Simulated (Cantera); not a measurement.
A Cantera script and what it prints.

```python
import numpy as np
import cantera as ct

gas_names = """
    C CO CO2 C2 C2O C3 C3O2 C4 C5 O O2 O3 Si SiC SiC2 SiO SiO2 Si2 Si2C Si3
""".split()
cond_names = """
    C(gr) Si(cr) Si(L) SiC(b) SiO2(Lqz) SiO2(hqz) SiO2(L)
""".split()


def load(file, names, dense=False):
    # The tables refer to 1 bar. Condensed volumes are neglected.
    table = {s.name: s for s in ct.Species.list_from_file(file)}
    out = []
    for n in names:
        d = dict(table[n].input_data)
        d["thermo"] = dict(d["thermo"], **{"reference-pressure": 1e5})
        if dense:
            d["equation-of-state"] = {"model": "constant-volume", "density": "1e6 g/cm^3"}
        out.append(ct.Species.from_dict(d))
    return out


gas = ct.Solution(thermo="ideal-gas", species=load("nasa_gas.yaml", gas_names))
cond = {s.name: ct.Solution(thermo="fixed-stoichiometry", species=[s], name=s.name)
        for s in load("nasa_condensed.yaml", cond_names, dense=True)}
atoms = {
    'SiO2': {'Si': 1, 'O': 2},
    'CO': {'C': 1, 'O': 1},
}
top_T = {'C(gr)': 4500, 'SiC(b)': 3050}  # K; cautious upper limits of use, not melting points


def equilibrate(T, P, feed):
    n = {}
    for name, mol in feed.items():
        for a, k in atoms[name].items():
            n[a] = n.get(a, 0.0) + k * mol
    gas.TPX = T, P, n
    mass = sum(n.values()) * gas.mean_molecular_weight
    gas.equilibrate("TP")
    valid = [c for c in cond.values() if c.min_temp <= T <= top_T.get(c.name, c.max_temp)]
    mix = ct.Mixture([(gas, mass / gas.mean_molecular_weight)] + [(c, 0.0) for c in valid])
    mix.T, mix.P = T, P
    mix.equilibrate("TP", solver="vcs", rtol=1e-11, max_steps=5000)
    return mix


results = []
feed = {'SiO2': 1, 'CO': 8.3}  # mol
T = 2023  # K
P = 630000  # Pa
mix = equilibrate(T, P, feed)
results.append((T, P, feed, dict(zip(mix.species_names, mix.species_moles))))
x = sorted(zip(gas.X, gas.species_names), reverse=True)
print(f"T = {T:g} K  P = {P:g} Pa  gas = {mix.phase_moles(0):.4g} mol")
print("   x: " + "  ".join(f"{s} {v:.3e}" for v, s in x if v > 0.001))
print("   condensed (mol): " + ("  ".join(f"{mix.phase(i).name} {mix.phase_moles(i):.4g}"
      for i in range(1, mix.n_phases) if mix.phase_moles(i) > 1e-12) or "none"))
```

Output:

```
T = 2023 K  P = 630000 Pa  gas = 8.316 mol
   x: CO 9.963e-01  CO2 1.865e-03  SiO 1.865e-03
   condensed (mol): SiO2(L) 0.9845
```

Equilibrium computed with Cantera from the NASA thermochemical tables; the gas is ideal and each condensed phase is pure. The tables hold silica as quartz up to 1696 K and as liquid above; real silica turns to tridymite and cristobalite and melts near 1996 K.
